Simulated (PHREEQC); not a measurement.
Solution (25 °C): 1.6 mmol/kgw Rb2SO4. Closed to the air; pH follows from the charge balance.

The numbers come from PHREEQC with the ion-association model, wateq4f.dat.

Each row changes one thing in this solution. No solid was allowed to form.

| case | pH | ionic strength (mol/kgw) | HSO4- (mol/kgw) |
|---|---|---|---|
| as made | 7.02 | 0.00480 | 1.19e-8 |
| temperature from 25 to 55 °C | 6.62 | 0.00480 | 6.11e-8 |
| diluted 2-fold with water | 7.01 | 0.00240 | 6.45e-9 |
| Rb2SO4 replaced by Ag2SO4 at the same molality | 6.97 | 0.00466 | 1.29e-8 |
| temperature from 25 to 85 °C | 6.35 | 0.00480 | 2.57e-7 |
| 0.0007 mol/kgw (NH4)2SiF6 added | 3.29 | … | … |
| Rb2SO4 from 0.0016 to 0.0024 mol/kgw | 7.03 | 0.00720 | … |
| temperature from 25 to 60 °C | 6.57 | 0.00480 | 7.87e-8 |
| 0.00023 mol/kgw HNO3 added | 3.71 | 0.00498 | 2.36e-5 |

Q: Fill in the missing entries.

A: 
- 0.0007 mol/kgw (NH4)2SiF6 added, ionic strength (mol/kgw): 0.00695
- 0.0007 mol/kgw (NH4)2SiF6 added, HSO4- (mol/kgw): 5.87e-5
- Rb2SO4 from 0.0016 to 0.0024 mol/kgw, HSO4- (mol/kgw): 1.67e-8

Some of these states are supersaturated (in Quartz (slow to form), Chalcedony (slow to form), for instance). At this temperature some constants are extrapolated from 25 °C, and those without enthalpy data are left unchanged. SiF6-2 is the database's only silicon fluoride.
